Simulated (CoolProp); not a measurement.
Properties of R22 along the isotherm 500 K.

The numbers come from the reference Helmholtz-energy equation of state, Kamei 1995 in CoolProp.

```tsv
p (kPa)	phase	Z	speed of sound (m/s)	Joule-Thomson coefficient (K/MPa)	Prandtl number
680	gas	0.9843	230.4	5.181	0.706
1360	gas	0.9685	227.9	5.200	0.714
2040	gas	0.9525	225.5	5.212	0.723
2720	gas	0.9365	223.1	5.216	0.732
3400	gas	0.9204	220.8	5.212	0.743
4080	gas	0.9043	218.6	5.197	0.754
4760	gas	0.8883	216.5	5.170	0.766
5440	supercritical	0.8724	214.6	5.131	0.779
6120	supercritical	0.8568	212.9	5.077	0.793
6800	supercritical	0.8415	211.4	5.009	0.808
7490	supercritical	0.8264	210.2	4.922	0.824
```

Viscosity comes from a separate model (Bell 2016), an estimate that may be off by 10 % or more. Thermal conductivity comes from a separate model (McLinden 2000), an estimate that may be off by 10 % or more.
